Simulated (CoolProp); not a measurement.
Properties of octamethylcyclotetrasiloxane (D4) along the isotherm 336.45 °C (Tc = 313.4 °C, pc = 1.347 MPa, ω = 0.598).

The numbers come from the reference Helmholtz-energy equation of state, Thol 2015 in CoolProp.

| p (MPa) | phase | cv (kJ/(kg K)) | isothermal compressibility (1/MPa) |
|---|---|---|---|
| 0.0107 | gas | 1.992 | 93.68 |
| 0.0156 | gas | 1.993 | 64.33 |
| 0.0229 | gas | 1.993 | 43.90 |
| 0.0337 | gas | 1.993 | 29.90 |
| 0.0494 | gas | 1.993 | 20.47 |
| 0.0726 | gas | 1.994 | 14.01 |
| 0.107 | gas | 1.995 | 9.584 |
| 0.156 | gas | 1.996 | 6.655 |
| 0.229 | gas | 1.998 | 4.622 |
| 0.337 | gas | 2.001 | 3.239 |
| 0.494 | gas | 2.005 | 2.324 |
| 0.726 | gas | 2.013 | 1.733 |
| 1.07 | gas | 2.028 | 1.424 |
| 1.56 | supercritical | 2.062 | 1.734 |
| 2.29 | supercritical | 2.066 | 0.3243 |
| 3.37 | supercritical | 2.050 | 0.08374 |
